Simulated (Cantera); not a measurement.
Input (Python, Cantera) and output of one run.

```python
import numpy as np
import cantera as ct

gas_names = """
    Cu CuF CuF2 Cu2 F F2 H HF H2 H2F2 H3F3 H4F4 H5F5 H6F6 H7F7 N NF NF2 NF3 NH NH2 NH3 N2 N2H2 N2H4
""".split()
cond_names = """
    Cu(cr) Cu(L) CuF2(s) CuF2(L)
""".split()


def load(file, names, dense=False):
    # The tables refer to 1 bar. Condensed volumes are neglected.
    table = {s.name: s for s in ct.Species.list_from_file(file)}
    out = []
    for n in names:
        d = dict(table[n].input_data)
        d["thermo"] = dict(d["thermo"], **{"reference-pressure": 1e5})
        if dense:
            d["equation-of-state"] = {"model": "constant-volume", "density": "1e6 g/cm^3"}
        out.append(ct.Species.from_dict(d))
    return out


gas = ct.Solution(thermo="ideal-gas", species=load("nasa_gas.yaml", gas_names))
cond = {s.name: ct.Solution(thermo="fixed-stoichiometry", species=[s], name=s.name)
        for s in load("nasa_condensed.yaml", cond_names, dense=True)}
atoms = {
    'CuF2': {'Cu': 1, 'F': 2},
    'H2': {'H': 2},
    'N2': {'N': 2},
}
top_T = {}  # K; cautious upper limits of use, not melting points


def equilibrate(T, P, feed):
    n = {}
    for name, mol in feed.items():
        for a, k in atoms[name].items():
            n[a] = n.get(a, 0.0) + k * mol
    gas.TPX = T, P, n
    mass = sum(n.values()) * gas.mean_molecular_weight
    gas.equilibrate("TP")
    valid = [c for c in cond.values() if c.min_temp <= T <= top_T.get(c.name, c.max_temp)]
    mix = ct.Mixture([(gas, mass / gas.mean_molecular_weight)] + [(c, 0.0) for c in valid])
    mix.T, mix.P = T, P
    mix.equilibrate("TP", solver="vcs", rtol=1e-11, max_steps=5000)
    return mix


results = []
feed = {'CuF2': 1, 'H2': 4.5, 'N2': 0.54}  # mol
for P in [0.1, 0.46, 2.2, 10, 46, 220, 1000, 4600, 22000, 100000]:
    for T in [1250, 1300, 1350, 1400, 1450, 1500, 1550, 1600, 1650]:
        mix = equilibrate(T, P, feed)
        results.append((T, P, feed, dict(zip(mix.species_names, mix.species_moles))))

for T, P, feed, n in results:
    print(f"{T:7g} {P:10.4g}  " + (" + ".join(c for c in cond_names if n.get(c, 0) > 1e-12) or "gas only"))
```

Result:

```
   1250        0.1  Cu(cr)
   1300        0.1  gas only
   1350        0.1  gas only
   1400        0.1  gas only
   1450        0.1  gas only
   1500        0.1  gas only
   1550        0.1  gas only
   1600        0.1  gas only
   1650        0.1  gas only
   1250       0.46  Cu(cr)
   1300       0.46  Cu(cr)
   1350       0.46  Cu(cr)
   1400       0.46  gas only
   1450       0.46  gas only
   1500       0.46  gas only
   1550       0.46  gas only
   1600       0.46  gas only
   1650       0.46  gas only
   1250        2.2  Cu(cr)
   1300        2.2  Cu(cr)
   1350        2.2  Cu(cr)
   1400        2.2  Cu(L)
   1450        2.2  gas only
   1500        2.2  gas only
   1550        2.2  gas only
   1600        2.2  gas only
   1650        2.2  gas only
   1250         10  Cu(cr)
   1300         10  Cu(cr)
   1350         10  Cu(cr)
   1400         10  Cu(L)
   1450         10  Cu(L)
   1500         10  Cu(L)
   1550         10  gas only
   1600         10  gas only
   1650         10  gas only
   1250         46  Cu(cr)
   1300         46  Cu(cr)
   1350         46  Cu(cr)
   1400         46  Cu(L)
   1450         46  Cu(L)
   1500         46  Cu(L)
   1550         46  Cu(L)
   1600         46  Cu(L)
   1650         46  gas only
   1250        220  Cu(cr)
   1300        220  Cu(cr)
   1350        220  Cu(cr)
   1400        220  Cu(L)
   1450        220  Cu(L)
   1500        220  Cu(L)
   1550        220  Cu(L)
   1600        220  Cu(L)
   1650        220  Cu(L)
   1250       1000  Cu(cr)
   1300       1000  Cu(cr)
   1350       1000  Cu(cr)
   1400       1000  Cu(L)
   1450       1000  Cu(L)
   1500       1000  Cu(L)
   1550       1000  Cu(L)
   1600       1000  Cu(L)
   1650       1000  Cu(L)
   1250       4600  Cu(cr)
   1300       4600  Cu(cr)
   1350       4600  Cu(cr)
   1400       4600  Cu(L)
   1450       4600  Cu(L)
   1500       4600  Cu(L)
   1550       4600  Cu(L)
   1600       4600  Cu(L)
   1650       4600  Cu(L)
   1250    2.2e+04  Cu(cr)
   1300    2.2e+04  Cu(cr)
   1350    2.2e+04  Cu(cr)
   1400    2.2e+04  Cu(L)
   1450    2.2e+04  Cu(L)
   1500    2.2e+04  Cu(L)
   1550    2.2e+04  Cu(L)
   1600    2.2e+04  Cu(L)
   1650    2.2e+04  Cu(L)
   1250      1e+05  Cu(cr)
   1300      1e+05  Cu(cr)
   1350      1e+05  Cu(cr)
   1400      1e+05  Cu(L)
   1450      1e+05  Cu(L)
   1500      1e+05  Cu(L)
   1550      1e+05  Cu(L)
   1600      1e+05  Cu(L)
   1650      1e+05  Cu(L)
```

Equilibrium computed with Cantera from the NASA thermochemical tables; the gas is ideal and each condensed phase is pure.
